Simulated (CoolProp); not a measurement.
n-perfluorohexane at 298.15 K and 2.11 MPa is throttled through a valve to 1.4 MPa with no heat exchange. Each further row changes one setting.

Values from CoolProp's reference Helmholtz-energy equation of state, Gao 2022.

```tsv
case	temperature change (K)
as stated	?
outlet pressure 0.42 MPa	?
outlet pressure 1.82 MPa	?
```

Task: Complete the blanks.

Result: 
- as stated, temperature change (K): +0.2
- outlet pressure 0.42 MPa, temperature change (K): +0.5
- outlet pressure 1.82 MPa, temperature change (K): +0.1
